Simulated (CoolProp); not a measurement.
The numbers come from the reference Helmholtz-energy equation of state, Thol 2016 in CoolProp.

Task: Give the vapour pressure (kPa), vapour density (kg/m³), enthalpy of vaporisation (kJ/kg), liquid cp (kJ/(kg K)) of saturated hexamethyldisiloxane (MM) at 381.1, 390.6, 466 K.

Result: 
```csv
T (K),p (kPa),vapour density (kg/m³),enthalpy of vaporisation (kJ/kg),liquid cp (kJ/(kg K))
381.1,125,6.92,189,2.14
390.6,162,8.86,183,2.17
466,812,47.4,130,2.51
```
